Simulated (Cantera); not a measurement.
## Premixed flame

A freely propagating, adiabatic, planar premixed flame of 24.5 % H2, 15.1 % O2, 60.4 % N2, equivalence ratio 0.81, unburnt at 398 K and 1000000 Pa; mixture-averaged transport, grid criteria slope 0.08 and curve 0.16, no radiation.

Cantera simulation using the H2/O2 subset of GRI-Mech 3.0, which has no nitrogen chemistry; the numbers are that mechanism's predictions, not measurements. The hydrogen kinetics of GRI-Mech 3.0 are dated; newer H2 mechanisms differ, most at raised pressure. Burning velocities carry a grid error of a few per cent, more on coarse grids.

```tsv
z (mm)	T (K)	u (m/s)	x H2	x O2	x H2O2	x OH	x H	x H2O
-0.0980	398	1.09	0.243	0.151	4.35e-8	<1e-8	<1e-8	1.38e-5
-0.0653	401	1.09	0.237	0.153	4.64e-7	<1e-8	<1e-8	0.000128
-0.0490	406	1.09	0.228	0.154	2.17e-6	<1e-8	<1e-8	0.000531
-0.0327	440	1.15	0.203	0.158	2.08e-5	<1e-8	<1e-8	0.00412
-0.0163	697	1.73	0.139	0.154	0.000218	1.16e-5	4.60e-6	0.0407
-0.00817	1076	2.62	0.0948	0.130	0.000284	0.000413	0.000436	0.0969
0	1484	3.59	0.0535	0.0950	3.64e-5	0.00203	0.00256	0.164
0.00817	1748	4.23	0.0267	0.0664	5.47e-6	0.00496	0.00402	0.211
0.0163	1895	4.58	0.0144	0.0519	3.69e-6	0.00718	0.00354	0.234
0.0327	2029	4.89	0.00674	0.0431	2.32e-6	0.00776	0.00175	0.251
0.0653	2113	5.08	0.00283	0.0401	1.34e-6	0.00583	0.000488	0.260
0.131	2149	5.16	0.00101	0.0394	7.54e-7	0.00376	0.000105	0.264
0.261	2160	5.18	0.000470	0.0393	5.46e-7	0.00278	3.70e-5	0.266
```
x: mole fraction of selected species; z is measured from the peak of heat release.

```json
{
 "laminar_burning_velocity": "109 cm/s",
 "thermal_thickness": "0.0327 mm",
 "peak x(H2O2)": "0.000306",
 "peak x(OH)": "0.00793",
 "peak x(H)": "0.00405",
 "grid_points": "113"
}
```
